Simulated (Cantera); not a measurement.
A closed system holds: 1 mol Al2O3, 33 mol HCl, 1.2 mol O2, at 1250 K and 2.10 Pa.

Method: chemical equilibrium by Gibbs-energy minimisation in Cantera with the NASA 1993 tables (ideal gas, pure condensed phases). Candidate condensed phases: Al, AlCl3, Al2O3, H2O; 29 gas species. The numbers say what is thermodynamically allowed, not how fast it happens.

Base state: HCl 0.888, Cl 0.0607, H2O 0.0316, O2 0.0188, Cl2 0.00127, OH 2.61e-5 (mole fractions); condensed: Al2O3(s).

**Question.** What changes in the equilibrium state with this change: pressure from 2.10 Pa to 13.3 mbar?

**Answer.** 
```json
[
 {"species": "HCl", "before": "0.888", "after": "0.906"},
 {"species": "H2O", "before": "0.0316", "after": "0.0351"},
 {"species": "Cl2", "before": "0.00127", "after": "0.0293"},
 {"species": "Cl", "before": "0.0607", "after": "0.0116"},
 {"species": "O2", "before": "0.0188", "after": "0.0179"},
 {"species": "OH", "before": "2.61e-5", "after": "5.42e-6"},
 {"species": "Al2O3(s), mol", "before": "1.000", "after": "1.000"}
]
```

**Question.** What changes in the equilibrium state with this change: Al2O3 replaced by Fe2O3?

**Answer.** 
| species | before | after |
|---|---|---|
| HCl | 0.888 | 0.785 |
| H2O | 0.0316 | 0.0781 |
| FeCl2 | 0 | 0.0569 |
| O2 | 0.0188 | 0.0380 |
| Cl | 0.0607 | 0.0408 |
| FeCl3 | 0 | 0.000124 |
| Cl2 | 0.00127 | 0.000574 |
| Al2O3(s), mol | 1.000 | 0 |
Further candidate phases: Fe, FeCl2, FeCl3, FeO, Fe(OH)2, Fe(OH)3, Fe2O3, Fe3O4.
